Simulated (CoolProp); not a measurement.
Chlorine at 293.15 K and 0.438 MPa is compressed adiabatically to 0.704 MPa with isentropic efficiency 0.8. Each further row changes one setting.

Model: reference Helmholtz-energy equation of state, Thol 2021, in CoolProp.

| case | work (kJ/kg) | final temperature (K) | final density (kg/m³) |
|---|---|---|---|
| as stated | … | … | … |
| efficiency 1 | … | 330.0 | 19.5 |
| efficiency 0.65 | … | … | 18.4 |

Complete the blanks.


- as stated, work (kJ/kg): 20.3
- as stated, final temperature (K): 337.4
- as stated, final density (kg/m³): 19.0
- efficiency 1, work (kJ/kg): 16.2
- efficiency 0.65, work (kJ/kg): 25.0
- efficiency 0.65, final temperature (K): 346.0
